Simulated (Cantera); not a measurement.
Feed: 1 mol AlCl₃, 190 mol NH₃, 2.6 mol H₂, equilibrated at 1925 K and 0.270 bar.

These are equilibrium values from Cantera (NASA tables, ideal gas, pure condensed phases), not measurements of a reactor. Candidate condensed phases: Al, AlCl₃, AlN, NH₄Cl; 20 gas species. The tables' values for AlCl₂ are old estimates; treat these amounts as uncertain. Rates play no part.

Base state: H₂ 0.744, N₂ 0.247, HCl 0.00515, AlCl 0.00254, H 0.00159, AlCl₂ 4.53e-5, Al 1.26e-5 (mole fractions); condensed: gas only.

**Question.** What changes in the equilibrium state with this change: pressure from 0.270 bar to 3.90 mbar?

**Answer.** 
| species | before | after |
|---|---|---|
| H₂ | 0.744 | 0.734 |
| N₂ | 0.247 | 0.245 |
| H | 0.00159 | 0.0131 |
| AlCl | 0.00254 | 0.00248 |
| Cl | 8.27e-6 | 6.98e-5 |
| AlCl₂ | 4.53e-5 | 5.39e-6 |
| Al | 1.26e-5 | 0.000101 |
| HCl | 0.00515 | 0.00519 |

**Question.** What changes in the equilibrium state with this change: temperature from 1925 K to 1973 K?

**Answer.** 
```
species   before    after
-------  -------  -------
H₂         0.744    0.743
N₂         0.247    0.247
HCl      0.00515  0.00517
H        0.00159  0.00224
AlCl     0.00254  0.00254
Al       1.26e-5  1.95e-5
Cl       8.27e-6  1.16e-5
```
